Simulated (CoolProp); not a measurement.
A simple Rankine cycle with R22: condensing at 319.15 K, boiler at 3.95 MPa, turbine inlet 359 K, turbine efficiency 0.7, pump efficiency 0.8, no recuperator. Each further row changes one setting.

Values from CoolProp's reference Helmholtz-energy equation of state, Kamei 1995.

```csv
case,thermal efficiency (%),net work (kJ/kg),heat in (kJ/kg),turbine exit temperature (K),volume ratio over the turbine
as stated,5.6,?,154,319.1,2.49
turbine inlet 379 K,6.2,11.4,185,333.3,2.28
condensing temperature 311.15 K,6.8,11.1,164,311.2,?
boiler pressure 2.77 MPa,3.7,6.81,182,?,1.57
turbine efficiency 0.6,4.6,?,154,319.1,2.51
```

What belongs in the gaps?


- as stated, net work (kJ/kg): 8.61
- condensing temperature 311.15 K, volume ratio over the turbine: 3.05
- boiler pressure 2.77 MPa, turbine exit temperature (K): 335.0
- turbine efficiency 0.6, net work (kJ/kg): 7.03

The expansion ends wet for: as stated; condensing temperature 311.15 K; turbine efficiency 0.6.
